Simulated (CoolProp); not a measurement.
m-xylene along the isotherm 620 K: Z from the reference equation and from simpler models built on Tc = 616.9 K, pc = 3.535 MPa, ω = 0.326; each cubic takes its own stable root.

Computed with CoolProp (reference Helmholtz-energy equation of state, Zhou 2012).

| p (MPa) | phase | reference | Redlich-Kwong | Peng-Robinson |
|---|---|---|---|---|
| 0.0559 | gas | 0.9943 | 0.9947 | 0.9941 |
| 0.106 | gas | 0.9892 | 0.9899 | 0.9887 |
| 0.201 | gas | 0.9793 | 0.9807 | 0.9786 |
| 0.381 | gas | [?] | 0.9629 | 0.9590 |
| 0.722 | gas | 0.9232 | 0.9282 | [?] |
| 1.37 | gas | 0.8468 | 0.8568 | 0.8433 |
| 2.59 | gas | 0.6683 | [?] | 0.6672 |
| 4.92 | supercritical | 0.2246 | [?] | 0.2552 |
| 9.32 | supercritical | 0.3667 | 0.4295 | 0.3871 |
| 17.7 | supercritical | [?] | 0.7079 | [?] |

Q: Fill in the missing entries.

A: 
- 0.381, reference: 0.9604
- 0.722, Peng-Robinson: 0.9208
- 2.59, Redlich-Kwong: 0.6901
- 4.92, Redlich-Kwong: 0.2805
- 17.7, reference: 0.6296
- 17.7, Peng-Robinson: 0.6368
